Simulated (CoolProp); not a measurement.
Aqueous sodium chloride as a coolant, at 4 °C, 1 atm.

Values from CoolProp's Melinder's fits for secondary coolants.

```
mass %  freezing point (°C)  cp (kJ/(kg K))  viscosity (mPa s)  density (kg/m³)  Prandtl number
------  -------------------  --------------  -----------------  ---------------  --------------
4.5                    -2.7           3.940               1.66             1034            11.6
6                      -3.7           3.866               1.70             1045            11.6
7.6                    -4.8           3.794               1.75             1057            11.8
9.1                    -5.9           3.731               1.80             1069            11.9
10.7                   -7.1           3.670               1.86             1081            12.1
12.3                   -8.4           3.613               1.93             1094            12.4
13.8                   -9.8           3.564               2.00             1105            12.7
15.4                  -11.3           3.515               2.08             1118            13.1
16.9                  -12.8           3.472               2.17             1130            13.5
18.5                  -14.6           3.429               2.27             1143            14.0
```
